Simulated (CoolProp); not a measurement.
Ethanol at 169 K and 3.7 MPa is throttled through a valve to 2.32 MPa with no heat exchange. Each further row changes one setting.

Values from CoolProp's reference Helmholtz-energy equation of state, Schroeder 2014.

| case | temperature change (K) | final density (kg/m³) |
|---|---|---|
| as stated | [?] | [?] |
| outlet pressure 0.696 MPa | [?] | [?] |
| outlet pressure 3.02 MPa | +0.3 | [?] |

Question: What belongs in the gaps?

Answer: 
- as stated, temperature change (K): +0.7
- as stated, final density (kg/m³): 899
- outlet pressure 0.696 MPa, temperature change (K): +1.4
- outlet pressure 0.696 MPa, final density (kg/m³): 897
- outlet pressure 3.02 MPa, final density (kg/m³): 900
